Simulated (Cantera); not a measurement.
A perfectly stirred reactor is fed with CH4 : CO2 = 1 : 0.34 (molar parts), at 4950 Torr; it is held at 1950 K, and followed from long to short residence time.

Detailed kinetics in Cantera: GRI-Mech 3.0 (53 species, 325 reactions). GRI-Mech 3.0 stops at C3 and has no aromatics, soot or wall deposition, so with more carbon than oxygen in the feed, carbon stays in small species such as C2H2 where larger ones or solid carbon would form.

Question: Predict: x(CH4) at τ = 29.0 s; x(CO2) at τ = 29.0 s; x(OH) at τ = 29.0 s; x(H2O) at τ = 29.0 s; x(C2H) at τ = 29.0 s; x(CH4) at τ = 0.160 s; x(CO2) at τ = 0.160 s; x(OH) at τ = 0.160 s; x(H2O) at τ = 0.160 s; x(C2H) at τ = 0.160 s.

Answer: 
- x(CH4) at τ = 29.0 s = 0.0214
- x(CO2) at τ = 29.0 s = 8.84e-6
- x(OH) at τ = 29.0 s = 3.91e-9
- x(H2O) at τ = 29.0 s = 7.44e-5
- x(C2H) at τ = 29.0 s = 1.01e-6
- x(CH4) at τ = 0.160 s = 0.0254
- x(CO2) at τ = 0.160 s = 0.00130
- x(OH) at τ = 0.160 s = 5.53e-7
- x(H2O) at τ = 0.160 s = 0.0104
- x(C2H) at τ = 0.160 s = 1.07e-6
